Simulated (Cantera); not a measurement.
Transport properties of process gases

Gas mixture: CO2 : H2O : NO = 0.25 : 0.98 : 0.13 (molar parts), at 0.0133 bar, frozen composition.

Cantera's kinetic-theory transport with the Lennard-Jones parameters of GRI-Mech 3.0, ideal gas; thermal conductivity in the multicomponent form. Polar gases are described roughly by these parameters. The composition is frozen, though it would react at the higher temperatures.

```json
[
 {"T (K)": "400", "ρ (kg/m³)": "0.00960", "cp (J/kg/K)": "1468", "μ (µPa s)": "16.4", "λ (mW/m/K)": "35.0", "Pr": "0.689", "D (cm²/s) C2H2": "21.1", "D (cm²/s) OH": "43.2", "D (cm²/s) NH3": "25.7"},
 {"T (K)": "600", "ρ (kg/m³)": "0.00640", "cp (J/kg/K)": "1582", "μ (µPa s)": "24.3", "λ (mW/m/K)": "56.4", "Pr": "0.681", "D (cm²/s) C2H2": "45.3", "D (cm²/s) OH": "89.2", "D (cm²/s) NH3": "57.7"},
 {"T (K)": "800", "ρ (kg/m³)": "0.00480", "cp (J/kg/K)": "1692", "μ (µPa s)": "31.7", "λ (mW/m/K)": "79.2", "Pr": "0.678", "D (cm²/s) C2H2": "76.2", "D (cm²/s) OH": "147", "D (cm²/s) NH3": "101"},
 {"T (K)": "1000", "ρ (kg/m³)": "0.00384", "cp (J/kg/K)": "1796", "μ (µPa s)": "38.7", "λ (mW/m/K)": "103", "Pr": "0.677", "D (cm²/s) C2H2": "113", "D (cm²/s) OH": "215", "D (cm²/s) NH3": "154"},
 {"T (K)": "1200", "ρ (kg/m³)": "0.00320", "cp (J/kg/K)": "1892", "μ (µPa s)": "45.3", "λ (mW/m/K)": "127", "Pr": "0.676", "D (cm²/s) C2H2": "155", "D (cm²/s) OH": "293", "D (cm²/s) NH3": "215"},
 {"T (K)": "1400", "ρ (kg/m³)": "0.00274", "cp (J/kg/K)": "1976", "μ (µPa s)": "51.5", "λ (mW/m/K)": "151", "Pr": "0.675", "D (cm²/s) C2H2": "202", "D (cm²/s) OH": "380", "D (cm²/s) NH3": "285"},
 {"T (K)": "1600", "ρ (kg/m³)": "0.00240", "cp (J/kg/K)": "2050", "μ (µPa s)": "57.5", "λ (mW/m/K)": "175", "Pr": "0.675", "D (cm²/s) C2H2": "254", "D (cm²/s) OH": "475", "D (cm²/s) NH3": "362"}
]
```
D: mixture-averaged diffusion coefficient of that species in the mixture.
